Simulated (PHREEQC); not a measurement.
A column of 0.1 m (30 cells, dispersivity 0.0035 m, 300 s a shift, diffusion coefficient 3e-10 m²/s) holds 0.034 eq of the database's cation exchanger X per kg of pore water, first in equilibrium with 9.7 mmol/kgw LiCl, 7.9 mmol/kgw MgSO4 and 0.01 mmol/kgw HCl. It is flushed with 0.0086 mol/kgw Na2SO4 and 1e-05 mol/kgw HCl, at 40 °C. Values are for the last cell. CO2 from the air is kept out. Precipitation was switched off in this run.

Base run: PHREEQC, ion-association model, phreeqc.dat. Each further column changes one thing. The table gives Li in solution (mol/kgw).

```csv
pore volumes,base,exchange capacity from 0.034 to 0.017 eq/kgw,dispersivity from 0.0035 to 0.007 m
0,0.00970,0.00970,0.00970
0.8167,0.00823,0.00776,0.00730
1.817,0.000635,0.000309,0.00102
2.617,4.40e-5,1.13e-5,0.000173
3.417,2.94e-6,3.86e-7,3.03e-5
4.217,2.05e-7,1.35e-8,5.57e-6
5.217,7.98e-9,2.19e-10,7.18e-7
6.017,6.34e-10,8.60e-12,1.46e-7
```

Away from 25 °C the constants follow the database's enthalpies or fits; those with neither stay at their 25 °C values.
